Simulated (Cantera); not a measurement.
# Sublimation and decomposition of ceramics: SiO₂ + N₂

A closed system holds: 1 mol SiO₂, 1.6 mol N₂, at 1.00 Torr.

Method: chemical equilibrium by Gibbs-energy minimisation in Cantera with the NASA 1993 tables (ideal gas, pure condensed phases). Candidate condensed phases: Si, SiO₂, Si₂N₂O, Si₃N₄; 30 gas species. Ions and electrons are included (thermal ionisation). The tables' values for SiO₂, SiN are old estimates; treat these amounts as uncertain. The numbers say what is thermodynamically allowed, not how fast it happens.

| T (°C) | log p N₂ | log p O | log p N | log p SiO | log p Si | log p O₂ | log p e- | log p Si+ | log p NO |
|---|---|---|---|---|---|---|---|---|---|
| 2227 | -3.19 | -3.81 | -8.13 | -3.40 | -9.58 | -3.94 | -10.94 | -12.95 | -4.81 |
| 2477 | -3.22 | -3.54 | -7.23 | -3.42 | -8.32 | -4.38 | -10.05 | -10.98 | -4.87 |
| 2727 | -3.23 | -3.46 | -6.47 | -3.43 | -7.12 | -5.03 | -9.16 | -9.33 | -5.06 |
| 2977 | -3.23 | -3.44 | -5.82 | -3.43 | -6.05 | -5.68 | -8.14 | -8.15 | -5.26 |
| 3227 | -3.23 | -3.43 | -5.27 | -3.44 | -5.13 | -6.25 | -7.19 | -7.19 | -5.45 |
| 3477 | -3.25 | -3.40 | -4.80 | -3.50 | -4.40 | -6.70 | -6.40 | -6.40 | -5.59 |
| 3727 | -3.29 | -3.35 | -4.40 | -3.68 | -3.92 | -7.04 | -5.78 | -5.78 | -5.70 |
| 3977 | -3.36 | -3.30 | -4.06 | -4.04 | -3.69 | -7.33 | -5.34 | -5.34 | -5.82 |
| 4227 | -3.45 | -3.28 | -3.77 | -4.52 | -3.63 | -7.66 | -5.01 | -5.01 | -5.96 |
| 4477 | -3.58 | -3.30 | -3.54 | -5.06 | -3.64 | -8.00 | -4.75 | -4.75 | -6.14 |
| 4727 | -3.78 | -3.33 | -3.37 | -5.59 | -3.69 | -8.34 | -4.53 | -4.53 | -6.37 |
log p: log10 of the partial pressure in bar; nothing condenses.

From 2227 °C to 4727 °C nothing is condensed. The main Si-bearing gas is SiO at 2227 °C and Si at 4727 °C.
